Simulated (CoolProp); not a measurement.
Vapour-liquid equilibrium of acetone (1) + p-xylene (2) at 371.2 K; x and y are mole fractions of (1).

Computed with CoolProp (multi-fluid Helmholtz-energy mixture model, Lemmon 2006 and Zhou 2012; pair parameters Bell 2016).

Task: Give the bubble pressure and the first vapour's composition at x = 0.15, 0.65, 0.85. Is there an azeotrope?

Result: x = 0.15: 0.1063 MPa, y = 0.743; x = 0.65: 0.2548 MPa, y = 0.937; x = 0.85: 0.3083 MPa, y = 0.973. No azeotrope shows between x = 0.05 and 0.95.

Pair parameters are fitted to limited data, so mixtures are less certain than the pure fluids.
